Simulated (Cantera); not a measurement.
Cantera run:

```python
import numpy as np
import cantera as ct

gas_names = """
    C CN CO CO2 C2 CCN CNC C2N2 C2O C3 C3O2 C4 C4N2 C5 N NCO NO NO2 NO3 N2 N2O O O2 O3 Si SiC SiC2 SiN
    SiO SiO2 Si2 Si2C Si2N Si3
""".split()
cond_names = """
    C(gr) Si(cr) Si(L) SiC(b) SiO2(Lqz) SiO2(hqz) SiO2(L) Si2N2O(s) Si3N4(a)
""".split()


def load(file, names, dense=False):
    # The tables refer to 1 bar. Condensed volumes are neglected.
    table = {s.name: s for s in ct.Species.list_from_file(file)}
    out = []
    for n in names:
        d = dict(table[n].input_data)
        d["thermo"] = dict(d["thermo"], **{"reference-pressure": 1e5})
        if dense:
            d["equation-of-state"] = {"model": "constant-volume", "density": "1e6 g/cm^3"}
        out.append(ct.Species.from_dict(d))
    return out


gas = ct.Solution(thermo="ideal-gas", species=load("nasa_gas.yaml", gas_names))
cond = {s.name: ct.Solution(thermo="fixed-stoichiometry", species=[s], name=s.name)
        for s in load("nasa_condensed.yaml", cond_names, dense=True)}
atoms = {
    'Si3N4': {'Si': 3, 'N': 4},
    'CO2': {'C': 1, 'O': 2},
    'N2': {'N': 2},
}
top_T = {'C(gr)': 4500, 'SiC(b)': 3050, 'Si2N2O(s)': 2100, 'Si3N4(a)': 2400}  # K; cautious upper limits of use, not melting points


def equilibrate(T, P, feed):
    n = {}
    for name, mol in feed.items():
        for a, k in atoms[name].items():
            n[a] = n.get(a, 0.0) + k * mol
    gas.TPX = T, P, n
    mass = sum(n.values()) * gas.mean_molecular_weight
    gas.equilibrate("TP")
    valid = [c for c in cond.values() if c.min_temp <= T <= top_T.get(c.name, c.max_temp)]
    mix = ct.Mixture([(gas, mass / gas.mean_molecular_weight)] + [(c, 0.0) for c in valid])
    mix.T, mix.P = T, P
    mix.equilibrate("TP", solver="vcs", rtol=1e-11, max_steps=5000)
    return mix


results = []
feed = {'Si3N4': 1, 'CO2': 0.022, 'N2': 17}  # mol
T = 1050  # K
P = 1600  # Pa
mix = equilibrate(T, P, feed)
results.append((T, P, feed, dict(zip(mix.species_names, mix.species_moles))))
x = sorted(zip(gas.X, gas.species_names), reverse=True)
print(f"T = {T:g} K  P = {P:g} Pa  gas = {mix.phase_moles(0):.4g} mol")
print("   x: " + "  ".join(f"{s} {v:.3e}" for v, s in x if v > 1e-06))
print("   condensed (mol): " + ("  ".join(f"{mix.phase(i).name} {mix.phase_moles(i):.4g}"
      for i in range(1, mix.n_phases) if mix.phase_moles(i) > 1e-12) or "none"))
```

Result:

```
T = 1050 K  P = 1600 Pa  gas = 17.01 mol
   x: N2 1.000e+00
   condensed (mol): C(gr) 0.022  Si2N2O(s) 0.044  Si3N4(a) 0.9707
```

Equilibrium computed with Cantera from the NASA thermochemical tables; the gas is ideal and each condensed phase is pure. Mutual solubility and eutectic melting of coexisting phases are not modelled.
